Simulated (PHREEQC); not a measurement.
Dissolve 0.014 mol LiOH per kg of water at 45 °C. Closed to the air; pH follows from the charge balance.

Equilibrium calculation in PHREEQC: ion-association model, phreeqc.dat.

```
Property                       Value
--------------------  --------------
pH                             11.49
ionic strength        0.0140 mol/kgw
specific conductance      4540 µS/cm
total alkalinity         14.0 meq/kg
```

```tsv
species	molality	activity	log γ
OH-	0.0140	0.0123	-0.055
Li+	0.0140	0.0125	-0.051
```

Precipitation was switched off in this run. Complexes and solids missing from the database can't appear. Away from 25 °C the constants follow the database's enthalpies or fits; those with neither stay at their 25 °C values.
